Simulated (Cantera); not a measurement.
Cantera run:

```python
import numpy as np
import cantera as ct

gas_names = """
    Cu CuO Cu2 H HNO HNO2 HNO3 HO2 H2 H2O H2O2 N NH NH2 NH3 NH2OH NO NO2 NO3 N2 N2H2 N2H4 N2O O OH O2 O3
""".split()
cond_names = """
    Cu(cr) Cu(L) CuO(s) CuO2H2(s) Cu2O(s) Cu2O(L) H2O(s) H2O(L)
""".split()


def load(file, names, dense=False):
    # The tables refer to 1 bar. Condensed volumes are neglected.
    table = {s.name: s for s in ct.Species.list_from_file(file)}
    out = []
    for n in names:
        d = dict(table[n].input_data)
        d["thermo"] = dict(d["thermo"], **{"reference-pressure": 1e5})
        if dense:
            d["equation-of-state"] = {"model": "constant-volume", "density": "1e6 g/cm^3"}
        out.append(ct.Species.from_dict(d))
    return out


gas = ct.Solution(thermo="ideal-gas", species=load("nasa_gas.yaml", gas_names))
cond = {s.name: ct.Solution(thermo="fixed-stoichiometry", species=[s], name=s.name)
        for s in load("nasa_condensed.yaml", cond_names, dense=True)}
atoms = {
    'Cu2O': {'Cu': 2, 'O': 1},
    'H2': {'H': 2},
    'N2': {'N': 2},
}
top_T = {'CuO(s)': 1390}  # K; cautious upper limits of use, not melting points


def equilibrate(T, P, feed):
    n = {}
    for name, mol in feed.items():
        for a, k in atoms[name].items():
            n[a] = n.get(a, 0.0) + k * mol
    gas.TPX = T, P, n
    mass = sum(n.values()) * gas.mean_molecular_weight
    gas.equilibrate("TP")
    valid = [c for c in cond.values() if c.min_temp <= T <= top_T.get(c.name, c.max_temp)]
    mix = ct.Mixture([(gas, mass / gas.mean_molecular_weight)] + [(c, 0.0) for c in valid])
    mix.T, mix.P = T, P
    mix.equilibrate("TP", solver="vcs", rtol=1e-11, max_steps=5000)
    return mix


results = []
feed = {'Cu2O': 1, 'H2': 460, 'N2': 2.3}  # mol
P = 350000  # Pa
for T in [825, 925, 1025, 1125, 1225, 1325, 1425, 1525, 1625, 1725, 1825, 1925, 2025]:
    mix = equilibrate(T, P, feed)
    results.append((T, P, feed, dict(zip(mix.species_names, mix.species_moles))))
    x = sorted(zip(gas.X, gas.species_names), reverse=True)
    print(f"T = {T:g} K  P = {P:g} Pa  gas = {mix.phase_moles(0):.4g} mol")
    print("   x: " + "  ".join(f"{s} {v:.3e}" for v, s in x if v > 1e-05))
    print("   condensed (mol): " + ("  ".join(f"{mix.phase(i).name} {mix.phase_moles(i):.4g}"
          for i in range(1, mix.n_phases) if mix.phase_moles(i) > 1e-12) or "none"))
```

Output:

```
T = 825 K  P = 350000 Pa  gas = 462 mol
   x: H2 9.926e-01  N2 4.700e-03  H2O 2.164e-03  NH3 5.553e-04
   condensed (mol): Cu(cr) 2
T = 925 K  P = 350000 Pa  gas = 462.2 mol
   x: H2 9.927e-01  N2 4.856e-03  H2O 2.164e-03  NH3 2.399e-04
   condensed (mol): Cu(cr) 2
T = 1025 K  P = 350000 Pa  gas = 462.2 mol
   x: H2 9.928e-01  N2 4.916e-03  H2O 2.163e-03  NH3 1.202e-04
   condensed (mol): Cu(cr) 2
T = 1125 K  P = 350000 Pa  gas = 462.3 mol
   x: H2 9.928e-01  N2 4.942e-03  H2O 2.163e-03  NH3 6.756e-05
   condensed (mol): Cu(cr) 2
T = 1225 K  P = 350000 Pa  gas = 462.3 mol
   x: H2 9.928e-01  N2 4.955e-03  H2O 2.163e-03  NH3 4.154e-05
   condensed (mol): Cu(cr) 2
T = 1325 K  P = 350000 Pa  gas = 462.3 mol
   x: H2 9.928e-01  N2 4.962e-03  H2O 2.163e-03  NH3 2.743e-05
   condensed (mol): Cu(cr) 2
T = 1425 K  P = 350000 Pa  gas = 462.3 mol
   x: H2 9.928e-01  N2 4.966e-03  H2O 2.163e-03  NH3 1.917e-05
   condensed (mol): Cu(L) 2
T = 1525 K  P = 350000 Pa  gas = 462.3 mol
   x: H2 9.928e-01  N2 4.968e-03  H2O 2.163e-03  NH3 1.403e-05  H 1.260e-05
   condensed (mol): Cu(L) 1.998
T = 1625 K  P = 350000 Pa  gas = 462.3 mol
   x: H2 9.928e-01  N2 4.970e-03  H2O 2.163e-03  H 3.758e-05  Cu 1.633e-05  NH3 1.068e-05
   condensed (mol): Cu(L) 1.992
T = 1725 K  P = 350000 Pa  gas = 462.3 mol
   x: H2 9.927e-01  N2 4.970e-03  H2O 2.163e-03  H 9.891e-05  Cu 6.252e-05
   condensed (mol): Cu(L) 1.971
T = 1825 K  P = 350000 Pa  gas = 462.4 mol
   x: H2 9.924e-01  N2 4.970e-03  H2O 2.162e-03  H 2.345e-04  Cu 2.057e-04
   condensed (mol): Cu(L) 1.904
T = 1925 K  P = 350000 Pa  gas = 462.7 mol
   x: H2 9.918e-01  N2 4.968e-03  H2O 2.161e-03  Cu 5.957e-04  H 5.089e-04
   condensed (mol): Cu(L) 1.723
T = 2025 K  P = 350000 Pa  gas = 463.3 mol
   x: H2 9.903e-01  N2 4.963e-03  H2O 2.158e-03  Cu 1.547e-03  H 1.024e-03
   condensed (mol): Cu(L) 1.277
```

Method: chemical equilibrium by Gibbs-energy minimisation in Cantera with the NASA 1993 tables (ideal gas, pure condensed phases).
